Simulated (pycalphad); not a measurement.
Computed with pycalphad from the COST 507 light-alloy database (1999), at 1 atm. The database dates from 1999; later assessments differ in places, in temperatures and in the compounds included. Kinetics are ignored, which matters at the lower temperatures.

Molar enthalpy of Si-69Cu (at.%) in equilibrium (SER reference):

```
T (K)  H (kJ/mol)                      phases
-----  ----------  --------------------------
2350        69.65                      liquid
2200        65.13                      liquid
2050        60.62                      liquid
1900        56.11                      liquid
1750        51.60                      liquid
1600        47.08                      liquid
1450        42.56                      liquid
1300        38.05                      liquid
1225        35.84                      liquid
1150        33.66                      liquid
1000        20.40  CU19SI6_ETA + diamond (Si)
925         18.33  CU19SI6_ETA + diamond (Si)
850         16.27  CU19SI6_ETA + diamond (Si)
700         12.24  CU19SI6_ETA + diamond (Si)
550          8.33  CU19SI6_ETA + diamond (Si)
```

Cooling from 1150 K to 1000 K, across the freezing range, releases 13.3 kJ/mol, or 252 J/g. The slope is 29 J/(mol K) in the liquid and 28 J/(mol K) just below the solidus, where it includes any heat of precipitation. Liquidus 1082 K, solidus 1074 K. Changes were sought between steps of 75 K, so a narrower field can be missed.

Database names, with the compositions (at.%) that they take in these runs: CU19SI6_ETA: Cu 76 Si 24.
